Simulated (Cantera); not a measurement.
What does this Cantera script print?

```python
import numpy as np
import cantera as ct

gas_names = """
    B BCL BCL2 BCL3 BH BH2 BH3 BN B2 CL CL2 H HCL H2 N NH NH2 NH3 N2 N2H2 N2H4
""".split()
cond_names = """
    B(b) B(L) BN(s) NH4CL(a) NH4CL(b)
""".split()


def load(file, names, dense=False):
    # The tables refer to 1 bar. Condensed volumes are neglected.
    table = {s.name: s for s in ct.Species.list_from_file(file)}
    out = []
    for n in names:
        d = dict(table[n].input_data)
        d["thermo"] = dict(d["thermo"], **{"reference-pressure": 1e5})
        if dense:
            d["equation-of-state"] = {"model": "constant-volume", "density": "1e6 g/cm^3"}
        out.append(ct.Species.from_dict(d))
    return out


gas = ct.Solution(thermo="ideal-gas", species=load("nasa_gas.yaml", gas_names))
cond = {s.name: ct.Solution(thermo="fixed-stoichiometry", species=[s], name=s.name)
        for s in load("nasa_condensed.yaml", cond_names, dense=True)}
atoms = {
    'BN': {'B': 1, 'N': 1},
    'HCl': {'H': 1, 'CL': 1},
}
top_T = {'BN(s)': 3200}  # K; cautious upper limits of use, not melting points


def equilibrate(T, P, feed):
    n = {}
    for name, mol in feed.items():
        for a, k in atoms[name].items():
            n[a] = n.get(a, 0.0) + k * mol
    gas.TPX = T, P, n
    mass = sum(n.values()) * gas.mean_molecular_weight
    gas.equilibrate("TP")
    valid = [c for c in cond.values() if c.min_temp <= T <= top_T.get(c.name, c.max_temp)]
    mix = ct.Mixture([(gas, mass / gas.mean_molecular_weight)] + [(c, 0.0) for c in valid])
    mix.T, mix.P = T, P
    mix.equilibrate("TP", solver="vcs", rtol=1e-11, max_steps=5000)
    return mix


results = []
feed = {'BN': 1, 'HCl': 1.5}  # mol
T = 1973  # K
P = 20000  # Pa
mix = equilibrate(T, P, feed)
results.append((T, P, feed, dict(zip(mix.species_names, mix.species_moles))))
x = sorted(zip(gas.X, gas.species_names), reverse=True)
print(f"T = {T:g} K  P = {P:g} Pa  gas = {mix.phase_moles(0):.4g} mol")
print("   x: " + "  ".join(f"{s} {v:.3e}" for v, s in x if v > 0.001))
print("   condensed (mol): " + ("  ".join(f"{mix.phase(i).name} {mix.phase_moles(i):.4g}"
      for i in range(1, mix.n_phases) if mix.phase_moles(i) > 1e-12) or "none"))
```

Result:

```
T = 1973 K  P = 20000 Pa  gas = 1.523 mol
   x: HCL 6.961e-01  H2 1.437e-01  BCL3 8.465e-02  N2 5.162e-02  BCL2 1.189e-02  BCL 6.696e-03  CL 4.141e-03  H 1.144e-03
   condensed (mol): BN(s) 0.8427
```

Method: chemical equilibrium by Gibbs-energy minimisation in Cantera with the NASA 1993 tables (ideal gas, pure condensed phases). The tables' values for BCl2, BCl are old estimates; treat these amounts as uncertain. Gases not in the tables: BHCl2.
